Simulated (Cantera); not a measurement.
A Cantera script and what it prints.

```python
import numpy as np
import cantera as ct

gas_names = """
    C CN CO CO2 C2 CCN CNC C2N2 C2O C3 C3O2 C4 C4N2 C5 Fe FeC5O5 FeO N NCO NO NO2 NO3 N2 N2O O O2 O3
""".split()
cond_names = """
    C(gr) Fe(a) Fe(c) Fe(d) Fe(L) FeC5O5(L) FeO(s) FeO(L) Fe2O3(s) Fe3O4(s)
""".split()


def load(file, names, dense=False):
    # The tables refer to 1 bar. Condensed volumes are neglected.
    table = {s.name: s for s in ct.Species.list_from_file(file)}
    out = []
    for n in names:
        d = dict(table[n].input_data)
        d["thermo"] = dict(d["thermo"], **{"reference-pressure": 1e5})
        if dense:
            d["equation-of-state"] = {"model": "constant-volume", "density": "1e6 g/cm^3"}
        out.append(ct.Species.from_dict(d))
    return out


gas = ct.Solution(thermo="ideal-gas", species=load("nasa_gas.yaml", gas_names))
cond = {s.name: ct.Solution(thermo="fixed-stoichiometry", species=[s], name=s.name)
        for s in load("nasa_condensed.yaml", cond_names, dense=True)}
atoms = {
    'Fe(CO)5': {'Fe': 1, 'C': 5, 'O': 5},
    'CO': {'C': 1, 'O': 1},
    'N2': {'N': 2},
}
top_T = {'C(gr)': 4500, 'Fe2O3(s)': 1830, 'Fe3O4(s)': 1870}  # K; cautious upper limits of use, not melting points


def equilibrate(T, P, feed):
    n = {}
    for name, mol in feed.items():
        for a, k in atoms[name].items():
            n[a] = n.get(a, 0.0) + k * mol
    gas.TPX = T, P, n
    mass = sum(n.values()) * gas.mean_molecular_weight
    gas.equilibrate("TP")
    valid = [c for c in cond.values() if c.min_temp <= T <= top_T.get(c.name, c.max_temp)]
    mix = ct.Mixture([(gas, mass / gas.mean_molecular_weight)] + [(c, 0.0) for c in valid])
    mix.T, mix.P = T, P
    mix.equilibrate("TP", solver="vcs", rtol=1e-11, max_steps=5000)
    return mix


results = []
feed = {'Fe(CO)5': 1, 'CO': 3.8, 'N2': 38}  # mol
T = 1400  # K
P = 13332.2  # Pa
mix = equilibrate(T, P, feed)
results.append((T, P, feed, dict(zip(mix.species_names, mix.species_moles))))
print(gas.report(threshold=1e-06))
for i in range(1, mix.n_phases):
    print(f"{mix.phase(i).name:16s} {mix.phase_moles(i):12.5e} mol")
```

Result:

```
       temperature   1400 K
          pressure   13332 Pa
           density   0.032085 kg/m^3
  mean mol. weight   28.013 kg/kmol
   phase of matter   gas

                          1 kg             1 kmol
                     ---------------   ---------------
          enthalpy        5.0686e+05        1.4199e+07  J
   internal energy             91338        2.5587e+06  J
           entropy            9333.6        2.6147e+05  J/K
    Gibbs function        -1.256e+07       -3.5185e+08  J
 heat capacity c_p            1231.6             34500  J/K
 heat capacity c_v            934.75             26186  J/K

                      mass frac. Y      mole frac. X     chem. pot. / RT
                     ---------------   ---------------   ---------------
                CO             0.188           0.18802           -39.733
               CO2        1.2704e-05        8.0863e-06           -77.403
                N2           0.81199           0.81197           -28.026
     [  +24 minor]        2.2994e-07        1.1539e-07

C(gr)             3.78391e-04 mol
Fe(c)             9.99995e-01 mol
FeC5O5(L)         0.00000e+00 mol
FeO(s)            0.00000e+00 mol
Fe2O3(s)          0.00000e+00 mol
Fe3O4(s)          0.00000e+00 mol
```

Equilibrium computed with Cantera from the NASA thermochemical tables; the gas is ideal and each condensed phase is pure.
